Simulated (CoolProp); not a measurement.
20 sccm (0 °C, 1 atm) of nitrogen bubbles through liquid R1336mzz(Z) at 285.2 K and leaves saturated at a total pressure of 0.15 MPa (ideal gas phase). Each further row changes one setting.

Values from CoolProp's reference Helmholtz-energy equation of state, McLinden 2020.

| case | vapour pressure (kPa) | mole fraction of vapour | delivery (mg/min) | delivery (sccm) | change of delivery for a bath 1 K warmer (%) |
|---|---|---|---|---|---|
| as stated | 43.1 | 0.287 | 59.0 | 8.06 | 6.3 |
| bath temperature 290.2 K | 53.3 | 0.355 | 80.7 | 11.0 | 6.8 |
| total pressure 0.3 MPa | 43.1 | 0.144 | 24.5 | 3.35 | 5.2 |
